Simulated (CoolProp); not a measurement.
Saturation properties of R1234ze(E).

Computed with CoolProp (reference Helmholtz-energy equation of state, Thol 2016).

```csv
T (°C),p (kPa),enthalpy of vaporisation (kJ/kg),surface tension (mN/m)
-17.95,105.9,…,15.7
-4.85,180.5,…,13.4
8.25,290.5,…,11.3
21.45,447.1,169.6,9.42
34.55,659.0,…,7.63
47.65,938.9,147.9,5.96
60.75,1300,134.7,4.38
73.95,1760,118.7,2.92
```

**Question.** Some entries are withheld; supply them.

**Answer.** 
- -17.95, enthalpy of vaporisation (kJ/kg): 195.0
- -4.85, enthalpy of vaporisation (kJ/kg): 187.2
- 8.25, enthalpy of vaporisation (kJ/kg): 178.8
- 34.55, enthalpy of vaporisation (kJ/kg): 159.4

It boils at -19.0 °C under 1 atm.

Surface tension comes from a separate correlation (Mulero 2014).
